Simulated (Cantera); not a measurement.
Input (Python, Cantera) and output of one run.

```python
import numpy as np
import cantera as ct

gas_names = """
    C CN CO CO2 C2 CCN CNC C2N2 C2O C3 C3O2 C4 C4N2 C5 Fe FeC5O5 FeO N NCO NO NO2 NO3 N2 N2O O O2 O3
""".split()
cond_names = """
    C(gr) Fe(a) Fe(c) Fe(d) Fe(L) FeC5O5(L) FeO(s) FeO(L) Fe2O3(s) Fe3O4(s)
""".split()


# ... load() reads the species with a 1 bar reference pressure and builds the phases ...
atoms = {
    'Fe(CO)5': {'Fe': 1, 'C': 5, 'O': 5},
    'CO': {'C': 1, 'O': 1},
    'N2': {'N': 2},
}
top_T = {'C(gr)': 4500, 'Fe2O3(s)': 1830, 'Fe3O4(s)': 1870}  # K; cautious upper limits of use, not melting points


# ... equilibrate(T, P, feed) seeds the gas with the atoms and calls Mixture.equilibrate('TP', solver="vcs", rtol=1e-11, max_steps=5000) ...
results = []
feed = {'Fe(CO)5': 1, 'CO': 0.17, 'N2': 27}  # mol
P = 34  # Pa
for T in [898, 948, 998, 1048, 1098, 1148, 1198, 1248, 1298, 1348, 1398]:
    mix = equilibrate(T, P, feed)
    results.append((T, P, feed, dict(zip(mix.species_names, mix.species_moles))))

top = {s: max(r[3][s] / sum(r[3][g] for g in gas_names) for r in results) for s in gas_names}
cols = sorted((s for s in top if top[s] > 1e-05), key=lambda s: -top[s])[:6]
seen = [c for c in cond_names if any(r[3].get(c, 0) > 1e-12 for r in results)]
print("log10 of partial pressures in bar; condensed amounts in mol")
print(f"{'T/K':>10s}" + "".join(f"{s[:9]:>10s}" for s in cols + seen))
for T, P, feed, n in results:
    ng = sum(n[g] for g in gas_names)
    print(f"{T:10.4g}" + "".join(f"{np.log10(max(n[s] / ng * P / 1e5, 1e-99)):10.3f}" for s in cols)
          + "".join(f"{n.get(c, 0):10.4g}" for c in seen))
```

Output:

```
log10 of partial pressures in bar; condensed amounts in mol
       T/K        N2        CO       CO2        Fe     C(gr)     Fe(a)     Fe(c)
       898    -3.545    -4.263    -7.756   -16.257  0.001658         1         0
       948    -3.545    -4.263    -8.282   -14.999 0.0004946         1         0
       998    -3.545    -4.263    -8.753   -13.870  0.000167         1         0
      1048    -3.545    -4.262    -9.179   -12.853 6.268e-05         1         0
      1098    -3.545    -4.262    -9.565   -11.934 2.579e-05         1         0
      1148    -3.545    -4.262    -9.916   -11.098 1.149e-05         1         0
      1198    -3.545    -4.262   -10.236   -10.334 5.491e-06         0         1
      1248    -3.545    -4.262   -10.530    -9.633 2.789e-06         0         1
      1298    -3.545    -4.262   -10.801    -8.987 1.489e-06         0    0.9999
      1348    -3.545    -4.262   -11.051    -8.390 8.282e-07         0    0.9996
      1398    -3.545    -4.263   -11.282    -7.836 4.534e-07         0    0.9986
```

Method: chemical equilibrium by Gibbs-energy minimisation in Cantera with the NASA 1993 tables (ideal gas, pure condensed phases). Condensed phases not in the tables: cementite and carbon dissolved in iron.
